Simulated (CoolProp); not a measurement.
20 sccm (0 °C, 1 atm) of nitrogen bubbles through liquid m-xylene at 314.1 K and leaves saturated at a total pressure of 0.0547 MPa (ideal gas phase). Each further row changes one setting.

Values from CoolProp's reference Helmholtz-energy equation of state, Zhou 2012.

```
case                      vapour pressure (kPa)  mole fraction of vapour  delivery (mg/min)  delivery (sccm)  change of delivery for a bath 1 K warmer (%)
------------------------  ---------------------  -----------------------  -----------------  ---------------  --------------------------------------------
as stated                                  2.66                   0.0486               4.84             1.02                                             …
bath temperature 319.1 K                   3.42                        …                  …             1.33                                           5.4
total pressure 0.109 MPa                   2.66                        …                  …            0.500                                           5.4
```

Fill in the missing entries.


- as stated, change of delivery for a bath 1 K warmer (%): 5.5
- bath temperature 319.1 K, mole fraction of vapour: 0.0625
- bath temperature 319.1 K, delivery (mg/min): 6.32
- total pressure 0.109 MPa, mole fraction of vapour: 0.0244
- total pressure 0.109 MPa, delivery (mg/min): 2.37
